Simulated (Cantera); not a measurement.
Mixture: CH₄ : C₂H₆ : C₃H₈ : O₂ : N₂ : H₂O = 1 : 0.24 : 0.34 : 6.68 : 25.1 : 0.97 (molar parts), at 0.928 atm, adiabatic and at constant pressure. Ignition delay is the time to a rise of 400 K.

Computed with Cantera and GRI-Mech 3.0 (53 species, 325 reactions). GRI-Mech 3.0 was tuned for natural gas; its chemistry of propane as a main component is partial and can be far from experiment.

Task: What does this change do: pressure from 0.928 atm to 0.987 atm?

Result: 
```json
[
 {"quantity": "delay at 1175 K", "before": "4.24 ms", "after": "4.08 ms"},
 {"quantity": "delay at 1325 K", "before": "0.548 ms", "after": "0.529 ms"},
 {"quantity": "delay at 1475 K", "before": "0.119 ms", "after": "0.115 ms"},
 {"quantity": "delay at 1625 K", "before": "40.9 µs", "after": "39.1 µs"},
 {"quantity": "delay at 1775 K", "before": "19.3 µs", "after": "18.4 µs"},
 {"quantity": "apparent activation energy between 1625 and 1775 K", "before": "120 kJ/mol", "after": "120 kJ/mol"}
]
```

Task: What does this change do: pressure from 0.928 atm to 0.859 atm?

Result: 
```csv
quantity,before,after
delay at 1175 K,4.24 ms,4.43 ms
delay at 1325 K,0.548 ms,0.573 ms
delay at 1475 K,0.119 ms,0.126 ms
delay at 1625 K,40.9 µs,43.4 µs
delay at 1775 K,19.3 µs,20.6 µs
apparent activation energy between 1625 and 1775 K,120 kJ/mol,120 kJ/mol
```

Task: What does this change do: constant volume in place of constant pressure?

Result: 
```json
[
 {"quantity": "delay at 1175 K", "before": "4.24 ms", "after": "4.00 ms"},
 {"quantity": "delay at 1325 K", "before": "0.548 ms", "after": "0.506 ms"},
 {"quantity": "delay at 1475 K", "before": "0.119 ms", "after": "0.107 ms"},
 {"quantity": "delay at 1625 K", "before": "40.9 µs", "after": "36.1 µs"},
 {"quantity": "delay at 1775 K", "before": "19.3 µs", "after": "16.8 µs"},
 {"quantity": "apparent activation energy between 1625 and 1775 K", "before": "120 kJ/mol", "after": "120 kJ/mol"}
]
```
